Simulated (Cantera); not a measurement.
Gas mixture: C2H4 : CH4 = 0.77 : 0.96 (molar parts), at 0.178 atm, frozen composition.

Cantera's kinetic-theory transport with the Lennard-Jones parameters of GRI-Mech 3.0, ideal gas; thermal conductivity in the multicomponent form. The composition is frozen, though it would react at the higher temperatures.

One state of this run: ρ (kg/m³) = 0.0403; cp (J/kg/K) = 4145; μ (µPa s) = 31.2; λ (mW/m/K) = 179; Pr = 0.723; D (cm²/s) N2 = 11.1; D (cm²/s) C2H2 = 9.25; D (cm²/s) OH = 16.3. D: mixture-averaged diffusion coefficient of that species in the mixture.

**Question.** Which value of T (K) does it belong to?
(A) 1150
(B) 900
(C) 1900
(D) 1400

**Answer.** A, 1150
